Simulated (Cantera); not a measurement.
Charge: 1 mol Si, 1.5 mol Cl2, 1.2 mol N2, equilibrated at 1175 K and 0.100 bar.

Method: chemical equilibrium by Gibbs-energy minimisation in Cantera with the NASA 1993 tables (ideal gas, pure condensed phases). Candidate condensed phases: Si, Si3N4; 13 gas species. N2 is the only nitrogen source here; it is nearly inert below about 1500 K, so the nitride shown seldom forms there in practice. The tables' values for SiCl3 are old estimates; treat these amounts as uncertain. Rates play no part.

Base state: N2 0.579, SiCl4 0.418, SiCl3 0.00263, SiCl2 0.000162 (mole fractions); condensed: Si3N4(s).

**Question.** What changes in the equilibrium state with this change: temperature from 1175 K to 1275 K?

**Answer.** 
| species | before | after |
|---|---|---|
| N2 | 0.579 | 0.578 |
| SiCl4 | 0.418 | 0.410 |
| SiCl3 | 0.00263 | 0.00977 |
| SiCl2 | 0.000162 | 0.00151 |
| Si3N4(s), mol | 0.0829 | 0.0814 |
